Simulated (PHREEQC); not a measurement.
Consider water at 20 °C with 1.5 mol/kgw NaCl, 0.029 mol/kgw Na2SO4 and 5.7 mol/kgw LiCl. Closed to the air; pH follows from the charge balance.

Model: Pitzer model, pitzer.dat, run in PHREEQC.

Each row changes one thing in this solution. No solid was allowed to form.

```tsv
case	pH	HSO4- (mol/kgw)	SI of Halite (NaCl)	SI of Thenardite (Na2SO4)
as made	6.10	7.73e-8	+0.07	-1.91
diluted 100-fold with water	7.07	9.80e-10	-4.71	-7.50
Na2SO4 from 0.029 to 0.29 mol/kgw	6.53	2.64e-7	+0.22	-0.68
diluted 2-fold with water	6.50	2.75e-8	-1.17	-3.28
NaCl from 1.5 to 0.3 mol/kgw	6.18	8.99e-8	-0.81	-3.29
LiCl replaced by HCl at the same molality	-2.23	0.0261	+0.18	-3.16
```

Some of these states are supersaturated (in Halite, for instance).
